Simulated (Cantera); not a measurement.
A closed system holds: 1 mol Fe2O3, 270 mol H2, 44 mol N2, held at 1848.15 K and 100000 Pa.

Cantera equilibrium calculation (NASA polynomials, part measured and part estimated; ideal gas, pure solids and liquids). Candidate condensed phases: Fe, FeO, Fe(OH)2, Fe(OH)3, Fe2O3, Fe3O4, H2O; 27 gas species. Equilibrium is a limit: real reactors are often held back by kinetics, nucleation or transport.

Base state: H2 0.850, N2 0.140, H2O 0.00955, H 0.000489, Fe 5.71e-5 (mole fractions); condensed: Fe(l).

### Question
What changes in the equilibrium state with this change: Fe2O3 replaced by NiS?

### Answer
```csv
species,before,after
H2,0.850,0.856
N2,0.140,0.140
H2S,0,0.00298
H2O,0.00955,0
Fe,5.71e-5,0
Ni,0,2.65e-5
SH,0,0.000173
S2,0,1.42e-5
H,0.000489,0.000491
"Fe(l), mol",1.98,0
"Ni(l), mol",0,0.991
```
Further candidate phases: Ni, NiS, NiS2, Ni3S2, Ni3S4, S.
